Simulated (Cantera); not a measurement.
Input (Python, Cantera) and output of one run.

```python
import numpy as np
import cantera as ct

gas_names = """
    C CO COS CO2 CS CS2 C2 C2O C3 C3O2 C4 C5 Fe FeC5O5 FeO O O2 O3 S SO SO2 SO3 S2 S2O S8
""".split()
cond_names = """
    C(gr) Fe(a) Fe(c) Fe(d) Fe(L) FeC5O5(L) FeO(s) FeO(L) FeS(a) FeS(b) FeS(c) FeS(L) FeSO4(s) FeS2(s)
    Fe2O3(s) Fe2S3O12(s) Fe3O4(s) S(cr1) S(cr2) S(L)
""".split()


# ... load() reads the species with a 1 bar reference pressure and builds the phases ...
atoms = {
    'FeS2': {'Fe': 1, 'S': 2},
    'O2': {'O': 2},
    'CO2': {'C': 1, 'O': 2},
}
top_T = {'C(gr)': 4500, 'FeSO4(s)': 950, 'FeS2(s)': 1010, 'Fe2O3(s)': 1830, 'Fe2S3O12(s)': 1100, 'Fe3O4(s)': 1870}  # K; cautious upper limits of use, not melting points


# ... equilibrate(T, P, feed) seeds the gas with the atoms and calls Mixture.equilibrate('TP', solver="vcs", rtol=1e-11, max_steps=5000) ...
results = []
feed = {'FeS2': 1, 'O2': 4.4, 'CO2': 7.7}  # mol
T = 973.15  # K
for P in [1000, 2300, 5400, 13000, 29000, 68000, 160000, 370000, 860000, 2000000]:
    mix = equilibrate(T, P, feed)
    results.append((T, P, feed, dict(zip(mix.species_names, mix.species_moles))))
    x = sorted(zip(gas.X, gas.species_names), reverse=True)
    print(f"T = {T:g} K  P = {P:g} Pa  gas = {mix.phase_moles(0):.4g} mol")
    print("   x: " + "  ".join(f"{s} {v:.3e}" for v, s in x if v > 1e-06))
    print("   condensed (mol): " + ("  ".join(f"{mix.phase(i).name} {mix.phase_moles(i):.4g}"
          for i in range(1, mix.n_phases) if mix.phase_moles(i) > 1e-12) or "none"))
```

Result:

```
T = 973.15 K  P = 1000 Pa  gas = 11.26 mol
   x: CO2 6.835e-01  SO2 1.624e-01  O2 1.389e-01  SO3 1.512e-02
   condensed (mol): Fe2O3(s) 0.5
T = 973.15 K  P = 2300 Pa  gas = 11.23 mol
   x: CO2 6.858e-01  SO2 1.563e-01  O2 1.360e-01  SO3 2.184e-02
   condensed (mol): Fe2O3(s) 0.5
T = 973.15 K  P = 5400 Pa  gas = 11.18 mol
   x: CO2 6.890e-01  SO2 1.478e-01  O2 1.321e-01  SO3 3.117e-02
   condensed (mol): Fe2O3(s) 0.5
T = 973.15 K  P = 13000 Pa  gas = 11.11 mol
   x: CO2 6.932e-01  SO2 1.364e-01  O2 1.267e-01  SO3 4.371e-02
   condensed (mol): Fe2O3(s) 0.5
T = 973.15 K  P = 29000 Pa  gas = 11.03 mol
   x: CO2 6.980e-01  SO2 1.236e-01  O2 1.207e-01  SO3 5.774e-02
   condensed (mol): Fe2O3(s) 0.5
T = 973.15 K  P = 68000 Pa  gas = 10.94 mol
   x: CO2 7.038e-01  O2 1.134e-01  SO2 1.079e-01  SO3 7.487e-02
   condensed (mol): Fe2O3(s) 0.5
T = 973.15 K  P = 160000 Pa  gas = 10.84 mol
   x: CO2 7.101e-01  O2 1.055e-01  SO3 9.341e-02  SO2 9.103e-02
   condensed (mol): Fe2O3(s) 0.5
T = 973.15 K  P = 370000 Pa  gas = 9.258 mol
   x: CO2 8.317e-01  O2 8.702e-02  SO3 4.763e-02  SO2 3.361e-02
   condensed (mol): Fe2O3(s) 0.08403  Fe2S3O12(s) 0.416
T = 973.15 K  P = 860000 Pa  gas = 8.931 mol
   x: CO2 8.622e-01  O2 8.183e-02  SO3 3.790e-02  SO2 1.809e-02
   condensed (mol): Fe2S3O12(s) 0.5
T = 973.15 K  P = 2e+06 Pa  gas = 8.91 mol
   x: CO2 8.642e-01  O2 7.970e-02  SO3 4.261e-02  SO2 1.351e-02
   condensed (mol): Fe2S3O12(s) 0.5
```

These are equilibrium values from Cantera (NASA tables, ideal gas, pure condensed phases), not measurements of a reactor.
